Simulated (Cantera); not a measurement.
Gas mixture: 100 % O2, at 0.987 atm, frozen composition.

Cantera's kinetic-theory transport with the Lennard-Jones parameters of GRI-Mech 3.0, ideal gas; thermal conductivity in the multicomponent form.

D: mixture-averaged diffusion coefficient of that species in the mixture.

```
T (K)  ρ (kg/m³)  cp (J/kg/K)   μ (µPa s)  λ (mW/m/K)     Pr  D (cm²/s) OH  D (cm²/s) CH3  D (cm²/s) NH3
-----  ---------  -----------  ----------  ----------  -----  ------------  -------------  -------------
400        0.962        941.4        25.6        33.9  0.712         0.540          0.384          0.390
600        0.641         1003  (withheld)  (withheld)  0.710    (withheld)     (withheld)     (withheld)
800        0.481         1055        41.4        61.5  0.710          1.74           1.26           1.37
1000       0.385         1090        47.9        73.7  0.709          2.53           1.84           2.02
1200       0.321         1114  (withheld)  (withheld)  0.708    (withheld)     (withheld)     (withheld)
1400       0.275         1134        59.7        95.6  0.708          4.43           3.22           3.59
1600       0.241         1151        65.1         106  0.708          5.52           4.02           4.50
1800       0.214         1167        70.2         116  0.707          6.71           4.89           5.49
```

**Question.** Complete the blanks.

**Answer.** 
- 600, μ (µPa s): 34.1
- 600, λ (mW/m/K): 48.1
- 600, D (cm²/s) OH: 1.08
- 600, D (cm²/s) CH3: 0.774
- 600, D (cm²/s) NH3: 0.823
- 1200, μ (µPa s): 54.0
- 1200, λ (mW/m/K): 84.9
- 1200, D (cm²/s) OH: 3.43
- 1200, D (cm²/s) CH3: 2.49
- 1200, D (cm²/s) NH3: 2.77
